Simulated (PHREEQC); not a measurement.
**Ultrapure water in contact with air or piping: speciation**

Model water analysis in mg/L, 17 °C, pH 5.65, pe 11.9:

| constituent | mg/L |
|---|---|
| Na | 0.0449 |
| K | 0.00267 |
| Ca | 0.00487 |
| Mg | 0.00139 |
| Cl | 0.0581 |
| S(6) as SO4 | 0.0339 |
| Alkalinity as HCO3 | 0.00422 |
| F | 0.000201 |

Valence states are taken as typed.

The numbers come from PHREEQC with the ion-association model, phreeqc.dat.

No solid was allowed to form.

### Question
Estimate the ionic strength, charge-balance error.

### Answer
ionic strength 5.18e-6 mol/kgw; charge-balance error -0.5 %.

### Question
In which forms is C present?

### Answer
CO2 85 %, HCO3- 15 % of the C.
